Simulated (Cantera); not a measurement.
Input: 1 mol borazine, 0.38 mol O2, 100 mol N2, held at 0.133 bar.

These are equilibrium values from Cantera (NASA tables, ideal gas, pure condensed phases), not measurements of a reactor. Candidate condensed phases: B, BN, B2O3, B3O3H3, H2O; 39 gas species. The feed counts by its element totals alone. Mutual solubility and eutectic melting of coexisting phases are not modelled. Equilibrium is a limit: real reactors are often held back by kinetics, nucleation or transport.

x: gas mole fraction; n: condensed amount in mol.

| T (°C) | x N2 | x H2 | x HBO | x BO | x HBO2 | x B2O3 | x H | n BN(s) | n B2O3(l) |
|---|---|---|---|---|---|---|---|---|---|
| 1277 | 0.970 | 0.0283 | 0.000203 | 2.53e-6 | 0.00106 | 0.000437 | 1.45e-5 | 2.53 | 0.123 |
| 1327 | 0.969 | 0.0279 | 0.000403 | 8.16e-6 | 0.00156 | 0.00110 | 2.49e-5 | 2.54 | 0.0120 |
| 1377 | 0.969 | 0.0279 | 0.000603 | 1.91e-5 | 0.00137 | 0.00125 | 4.16e-5 | 2.52 | 0 |
| 1427 | 0.969 | 0.0279 | ___ | ___ | ___ | 0.00129 | ___ | 2.50 | 0 |
| 1477 | 0.968 | 0.0278 | 0.00116 | 8.37e-5 | 0.000931 | 0.00126 | 0.000106 | 2.47 | 0 |
| 1527 | 0.968 | 0.0277 | 0.00153 | 0.000160 | 0.000739 | 0.00117 | 0.000163 | 2.44 | 0 |
| 1577 | 0.968 | 0.0276 | 0.00193 | 0.000289 | 0.000565 | 0.00101 | 0.000245 | 2.41 | 0 |
| 1627 | 0.968 | 0.0274 | 0.00233 | 0.000489 | 0.000412 | 0.000804 | 0.000360 | 2.37 | 0 |
| 1677 | 0.967 | 0.0272 | ___ | ___ | ___ | ___ | ___ | 2.33 | 0 |
| 1727 | 0.967 | 0.0270 | 0.00293 | 0.00115 | 0.000182 | 0.000373 | 0.000731 | 2.30 | 0 |
| 1777 | 0.966 | 0.0268 | 0.00306 | 0.00161 | 0.000110 | 0.000215 | 0.00102 | 2.27 | 0 |

Fill in the missing entries.


- 1677, x HBO: 0.00268
- 1677, x BO: 0.000777
- 1677, x HBO2: 0.000283
- 1677, x B2O3: 0.000579
- 1677, x H: 0.000517
- 1427, x HBO: 0.000853
- 1427, x BO: 4.12e-5
- 1427, x HBO2: 0.00114
- 1427, x H: 6.74e-5
